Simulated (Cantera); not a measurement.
A perfectly stirred reactor is fed with C2H6 : N2 = 1 : 1.1 (molar parts), at 0.370 bar; it is held at 1400 K, and followed from long to short residence time.

Cantera simulation using GRI-Mech 3.0 (53 species, 325 reactions); the numbers are that mechanism's predictions, not measurements. GRI-Mech 3.0 stops at C3 and has no aromatics, soot or wall deposition, so with more carbon than oxygen in the feed, carbon stays in small species such as C2H2 where larger ones or solid carbon would form.

What does this change do: temperature 1400 to 1873 K?


```csv
quantity,before,after
x(C2H6) at τ = 0.520 s,0.00124,7.91e-6
x(CH2) at τ = 0.520 s,3.47e-9,7.14e-7
x(H2) at τ = 0.520 s,0.383,0.475
x(C2H2) at τ = 0.520 s,0.195,0.240
x(C2H4) at τ = 0.520 s,0.0343,0.000652
x(C2H6) at τ = 68.0 ms,0.00548,5.58e-5
x(CH2) at τ = 68.0 ms,1.26e-8,1.99e-6
x(H2) at τ = 68.0 ms,0.358,0.458
x(C2H2) at τ = 68.0 ms,0.170,0.236
x(C2H4) at τ = 68.0 ms,0.0624,0.000911
```

What does this change do: temperature 1400 to 1273 K?


```
quantity                 before     after
----------------------  -------  --------
x(C2H6) at τ = 0.520 s  0.00124   0.00645
x(CH2) at τ = 0.520 s   3.47e-9  4.46e-10
x(H2) at τ = 0.520 s      0.383     0.334
x(C2H2) at τ = 0.520 s    0.195     0.128
x(C2H4) at τ = 0.520 s   0.0343     0.120
x(C2H6) at τ = 68.0 ms  0.00548    0.0287
x(CH2) at τ = 68.0 ms   1.26e-8   1.45e-9
x(H2) at τ = 68.0 ms      0.358     0.290
x(C2H2) at τ = 68.0 ms    0.170    0.0745
x(C2H4) at τ = 68.0 ms   0.0624     0.179
```
